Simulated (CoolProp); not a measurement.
A closed Brayton cycle with carbon dioxide: compressor inlet 322.15 K and 9.6 MPa, high pressure 18.6 MPa, turbine inlet 795 K, compressor efficiency 0.85, turbine efficiency 0.85, recuperator effectiveness 0 (on enthalpy, no pinch check). Each further row changes one setting.

Computed with CoolProp (reference Helmholtz-energy equation of state, Span 1996).

```json
[
 {"case": "as stated", "thermal efficiency (%)": "9.6", "net work (kJ/kg)": "55.9", "compressor to turbine work": "0.31", "compressor exit (K)": "365.6", "turbine exit (K)": "720.5"},
 {"case": "turbine inlet 745 K", "thermal efficiency (%)": "9.6", "net work (kJ/kg)": "50.2", "compressor to turbine work": "(withheld)", "compressor exit (K)": "365.6", "turbine exit (K)": "673.1"},
 {"case": "compressor inlet 332.15 K", "thermal efficiency (%)": "9.2", "net work (kJ/kg)": "(withheld)", "compressor to turbine work": "(withheld)", "compressor exit (K)": "385.0", "turbine exit (K)": "720.5"},
 {"case": "high pressure 15.8 MPa", "thermal efficiency (%)": "7.4", "net work (kJ/kg)": "43.8", "compressor to turbine work": "0.29", "compressor exit (K)": "(withheld)", "turbine exit (K)": "738.6"},
 {"case": "recuperator effectiveness 0.5", "thermal efficiency (%)": "15.0", "net work (kJ/kg)": "55.9", "compressor to turbine work": "0.31", "compressor exit (K)": "365.6", "turbine exit (K)": "720.5"}
]
```

Some entries are withheld; supply them.


- turbine inlet 745 K, compressor to turbine work: 0.33
- compressor inlet 332.15 K, net work (kJ/kg): 49.6
- compressor inlet 332.15 K, compressor to turbine work: 0.39
- high pressure 15.8 MPa, compressor exit (K): 354.8
